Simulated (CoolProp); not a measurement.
R22 at 298.15 K and 1.65 MPa flows at 7.5 m/s in a round tube of 4.6 mm bore and 15 µm roughness, fully developed (64/Re and Nu = 3.66 if laminar; Colebrook and Gnielinski if turbulent). Each further row changes one setting.

Computed with CoolProp (reference Helmholtz-energy equation of state, Kamei 1995).

```
case             Reynolds number  Darcy friction factor  pressure drop (Pa/m)  heat-transfer coefficient (W/(m² K))  mass flow (kg/h)
---------------  ---------------  ---------------------  --------------------  ------------------------------------  ----------------
as stated                 320000                 0.0272                199000                                 27200               536
velocity 15 m/s           640000                 0.0270                788000                                 54200              1070
diameter 9.2 mm           640000                 0.0225                 82300                                 23200              2140
```

Viscosity comes from a separate model (Bell 2016), an estimate that may be off by 10 % or more. Thermal conductivity comes from a separate model (McLinden 2000), an estimate that may be off by 10 % or more.
